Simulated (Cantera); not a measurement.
A Cantera script and its output.

```python
import numpy as np
import cantera as ct

gas = ct.Solution("gri30.yaml")
gas.TPX = 650, 100000, {'CH4': 1, 'O2': 1.43, 'N2': 5.37}
flame = ct.FreeFlame(gas, width=0.04)
flame.set_refine_criteria(ratio=3, slope=0.08, curve=0.16)
flame.transport_model = "mixture-averaged"
flame.solve(loglevel=0, auto=True)
z, T = flame.grid, flame.T
thick = (T[-1] - T[0]) / np.gradient(T, z).max()
show = ['CH4', 'O2', 'C2H2', 'NO', 'CH2', 'N2O']
print(f"laminar burning velocity  {flame.velocity[0] * 100:.3f} cm/s")
print(f"burnt temperature         {T[-1]:.1f} K")
print(f"thermal thickness         {thick * 1e3:.4f} mm")
print(f"grid points               {len(z)}")
z0 = z[flame.heat_release_rate.argmax()]
print(f"{'z/mm':>9s}{'T/K':>9s}{'u/(m/s)':>9s}" + "".join(f"{s:>11s}" for s in show))
rows = []
for k in (-3, -2, -1.5, -1, -0.5, -0.25, 0, 0.25, 0.5, 1, 2, 4, 8):
    zz = z0 + k * thick
    rows.append([k * thick, np.interp(zz, z, T), np.interp(zz, z, flame.velocity),
                 *(np.interp(zz, z, flame.X[gas.species_index(s)]) for s in show)])
    print(f"{rows[-1][0] * 1e3:9.3f}{rows[-1][1]:9.1f}{rows[-1][2]:9.3f}" + "".join(f"{x:11.3e}" for x in rows[-1][3:]))
```

It prints:

```
laminar burning velocity  91.829 cm/s
burnt temperature         2225.2 K
thermal thickness         0.4445 mm
grid points               134
     z/mm      T/K  u/(m/s)        CH4         O2       C2H2         NO        CH2        N2O
   -1.334    650.5    0.922  1.277e-01  1.827e-01  5.436e-08  2.199e-09  1.020e-17  8.266e-13
   -0.889    655.2    0.934  1.265e-01  1.814e-01  7.685e-07  2.443e-08  9.985e-15  1.272e-11
   -0.667    672.3    0.964  1.242e-01  1.792e-01  4.535e-06  1.208e-07  8.105e-13  8.067e-11
   -0.445    768.2    1.116  1.151e-01  1.706e-01  4.015e-05  8.878e-07  2.568e-10  7.939e-10
   -0.222   1184.1    1.761  7.914e-02  1.308e-01  3.441e-04  6.351e-06  1.994e-07  7.293e-09
   -0.111   1559.2    2.354  4.450e-02  8.733e-02  8.776e-04  1.357e-05  8.725e-06  1.662e-08
    0.000   1901.7    2.908  1.351e-02  4.048e-02  1.652e-03  2.606e-05  7.617e-05  2.497e-08
    0.111   2077.2    3.189  2.212e-03  1.355e-02  1.149e-03  4.610e-05  8.326e-05  2.410e-08
    0.222   2133.5    3.273  3.133e-04  4.153e-03  3.981e-04  6.888e-05  2.719e-05  2.102e-08
    0.445   2157.8    3.301  1.025e-05  6.653e-04  3.561e-05  1.004e-04  1.490e-06  1.582e-08
    0.889   2171.0    3.315  9.035e-08  2.801e-04  6.191e-07  1.240e-04  1.621e-08  1.124e-08
    1.778   2186.0    3.334  3.326e-10  1.859e-04  2.357e-09  1.348e-04  4.968e-11  8.681e-09
    3.556   2202.2    3.356  9.397e-13  1.036e-04  3.330e-12  1.382e-04  9.442e-14  7.369e-09
```

Model: GRI-Mech 3.0 (53 species, 325 reactions), integrated in Cantera. Burning velocities carry a grid error of a few per cent, more on coarse grids.
